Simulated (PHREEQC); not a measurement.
Dissolve 0.024 mol/kgw HF, 0.00076 mol/kgw NH4HF2 and 0.0048 mol/kgw HCl at 25 °C. Closed to the air; pH follows from the charge balance.

Model: ion-association model, phreeqc.dat, run in PHREEQC.

Precipitation was switched off in this run.

### Question
Estimate the pH.

### Answer
pH 2.20.

### Question
In which forms is F present?

### Answer
HF 88 %, F- 10 %, HF2- 1.8 % of the F.
